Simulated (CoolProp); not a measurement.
Properties of octamethyltrisiloxane (MDM) along the isotherm 301.85 °C.

Values from CoolProp's reference Helmholtz-energy equation of state, Thol 2017.

```
p (kPa)          phase           Z  cp (kJ/(kg K))  cv (kJ/(kg K))  expansivity (1/kK)  fugacity coefficient
-------  -------------  ----------  --------------  --------------  ------------------  --------------------
240                gas  (withheld)           2.113           2.065               2.154                0.9482
479                gas      0.8860           2.143           2.075               2.747                0.8970
719                gas      0.8186           2.188           2.086               3.668            (withheld)
958                gas      0.7409           2.264           2.101               5.262                0.7947
1200               gas      0.6445           2.430           2.121               8.714                0.7422
1440     supercritical      0.5125           2.991      (withheld)          (withheld)            (withheld)
1680     supercritical      0.2787           5.534           2.183               69.00                0.6279
1920     supercritical      0.2496           3.183           2.159               17.11                0.5684
2160     supercritical      0.2610           2.859           2.150               10.58                0.5206
```

Complete the blanks.


- 240, Z: 0.9456
- 719, fugacity coefficient: 0.8458
- 1440, cv (kJ/(kg K)): 2.152
- 1440, expansivity (1/kK): 20.39
- 1440, fugacity coefficient: 0.6881

The peak of cp marks the crossing from liquid-like to gas-like fluid above the critical point.
